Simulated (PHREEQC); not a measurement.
Model water analysis in mg/L, 75 °C, pH 2.4, pe 11.2:

```csv
constituent,mg/L
Na,249
K,63.5
Ca,131
Mg,10.3
Cl,157
S(6) as SO4,1130
B,0.797
Cu(2),7.08
Si as SiO2,6.07
F,2.36
Br,0.894
```

Valence states are taken as typed.

Computed with PHREEQC (ion-association model, wateq4f.dat).

```
quantity                     before     after
-------------------------  --------  --------
ionic strength (mol/kgw)     0.0295    0.0809
HSO4- (mol/kgw)             0.00462    0.0113
Ca+2 (mol/kgw)              0.00226   0.00562
K+ (mol/kgw)                0.00156   0.00448
Mg+2 (mol/kgw)             0.000210  0.000468
SI of Quartz (SiO2)           -0.64     -0.16
SI of Gypsum (CaSO4:2H2O)     -0.78     -0.15
```

### Question
Name the change that produced these shifts.
(A) all concentrations times 3 at the same typed pH
(B) S(6) from 1130 to 3390 mg/L
(C) temperature from 75 to 35 °C at the same typed pH

### Answer
A, all concentrations times 3 at the same typed pH

No solid was allowed to form. Away from 25 °C the constants follow the database's enthalpies or fits; those with neither stay at their 25 °C values. SiF6-2 is the database's only silicon fluoride. Real BF4- forms and hydrolyses slowly; the run takes it at equilibrium.
